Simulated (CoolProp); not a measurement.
R1132(E) along the isotherm 126.85 °C: Z from the reference equation and from simpler models built on Tc = 75.7 °C, pc = 5.174 MPa, ω = 0.245; each cubic takes its own stable root.

Computed with CoolProp (reference Helmholtz-energy equation of state, Akasaka 2024).

| p (MPa) | phase | reference |
|---|---|---|
| 0.172 | gas | 0.9928 |
| 0.345 | gas | 0.9856 |
| 0.517 | gas | 0.9783 |
| 0.69 | gas | 0.9709 |
| 0.862 | gas | 0.9635 |
| 1.03 | gas | 0.9562 |
| 1.21 | gas | 0.9484 |
| 1.38 | gas | 0.9409 |
| 1.55 | gas | 0.9334 |
| 1.72 | gas | 0.9258 |
| 1.9 | gas | 0.9177 |
| 2.07 | gas | 0.9099 |
| 2.24 | gas | 0.9022 |
| 2.41 | gas | 0.8943 |
| 2.59 | gas | 0.8859 |

**Question.** How far does each simpler model (van der Waals, Redlich-Kwong, Soave-Redlich-Kwong, Peng-Robinson) lie from the reference over these 15 states: mean and median of the absolute difference, and the worst?

**Answer.** 
- van der Waals: mean 0.1 %, median 0.0 %, worst -0.2 % at 126.85 °C and 2.59 MPa
- Redlich-Kwong: mean 0.4 %, median 0.4 %, worst -0.8 % at 126.85 °C and 2.59 MPa
- Soave-Redlich-Kwong: mean 0.2 %, median 0.1 %, worst +0.4 % at 126.85 °C and 2.59 MPa
- Peng-Robinson: mean 0.7 %, median 0.8 %, worst -1.3 % at 126.85 °C and 2.59 MPa
